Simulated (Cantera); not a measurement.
Adiabatic ignition

An adiabatic, constant-volume homogeneous reactor starts with CO : H₂ : O₂ : N₂ : CO₂ = 1 : 0.61 : 0.936 : 3.52 : 1.5 (molar parts), equivalence ratio 0.86, at 1800 K and 2.57 atm.

Computed with Cantera and GRI-Mech 3.0 (53 species, 325 reactions). The hydrogen kinetics of GRI-Mech 3.0 are dated; newer H2 mechanisms differ, most at raised pressure.

| t (s) | T (K) | P (bar) | x CO | x H₂ | x O₂ | x O | x OH |
|---|---|---|---|---|---|---|---|
| 1.00e-6 | 1800 | 2.60 | 0.132 | 0.0806 | 0.124 | 6.25e-6 | 7.24e-6 |
| 2.77e-6 | 1802 | 2.60 | 0.132 | 0.0746 | 0.120 | 0.00107 | 0.00122 |
| 7.65e-6 | 2020 | 2.87 | 0.127 | 0.00736 | 0.0750 | 0.0211 | 0.0133 |
| 2.11e-5 | 2333 | 3.25 | 0.111 | 0.00535 | 0.0679 | 0.0127 | 0.0145 |
| 5.85e-5 | 2624 | 3.58 | 0.0872 | 0.00364 | 0.0574 | 0.00690 | 0.0136 |
| 0.000162 | 2739 | 3.71 | 0.0756 | 0.00303 | 0.0519 | 0.00515 | 0.0128 |
| 0.000447 | 2738 | 3.71 | 0.0752 | 0.00301 | 0.0506 | 0.00499 | 0.0126 |
| 0.00124 | 2732 | 3.70 | 0.0749 | 0.00301 | 0.0484 | 0.00476 | 0.0123 |
| 0.00342 | 2727 | 3.69 | 0.0748 | 0.00302 | 0.0466 | 0.00457 | 0.0120 |
| 0.00946 | 2726 | 3.69 | 0.0747 | 0.00302 | 0.0464 | 0.00455 | 0.0120 |
| 0.0262 | 2726 | 3.69 | 0.0747 | 0.00302 | 0.0464 | 0.00455 | 0.0120 |
| 0.0723 | 2726 | 3.69 | 0.0747 | 0.00302 | 0.0464 | 0.00455 | 0.0120 |
| 0.200 | 2726 | 3.69 | 0.0747 | 0.00302 | 0.0464 | 0.00455 | 0.0120 |
x: mole fraction; the columns are a selection and need not sum to one.

```
Quantity                                                             Value
---------------------------------  ---------------------------------------
time of steepest temperature rise                                  4.26 µs
temperature at 0.200 s                                              2726 K
equilibrium temperature                                             2726 K
x(CO) at 0.200 s                     0.0747 (gas-phase equilibrium 0.0747)
x(H₂) at 0.200 s                   0.00302 (gas-phase equilibrium 0.00302)
x(O₂) at 0.200 s                     0.0464 (gas-phase equilibrium 0.0464)
```
